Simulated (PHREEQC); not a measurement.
A solution holds 0.0014 mol SrBr2, 0.011 mol SrCl2 and 0.0077 mol NaAlO2 per kg of water, at 75 °C. Closed to the air; pH follows from the charge balance.

Equilibrium calculation in PHREEQC: ion-association model, wateq4f.dat.

```yaml
pH: 7.80
ionic_strength: 0.0449 mol/kgw
total_alkalinity: 30.8 meq/kg
```

```
species   molality  activity   log γ
--------  --------  --------  ------
Cl-         0.0220    0.0177  -0.095
Sr+2        0.0124   0.00564  -0.342
Na+        0.00770   0.00626  -0.090
Al(OH)4-   0.00768   0.00624  -0.091
Br-        0.00280   0.00227  -0.091
OH-        1.52e-5   1.22e-5  -0.096
Al(OH)3    1.49e-5   1.51e-5   0.004
Al(OH)2+   1.46e-7   1.20e-7  -0.086
SrOH+      2.22e-8   1.81e-8  -0.088
H+         1.89e-8   1.60e-8  -0.073
```

No solid was allowed to form. Saturation is exceeded, for instance for Al(OH)3(a), Boehmite (slow to form); the values hold only as long as no solid forms. At this temperature some constants are extrapolated from 25 °C, and those without enthalpy data are left unchanged.
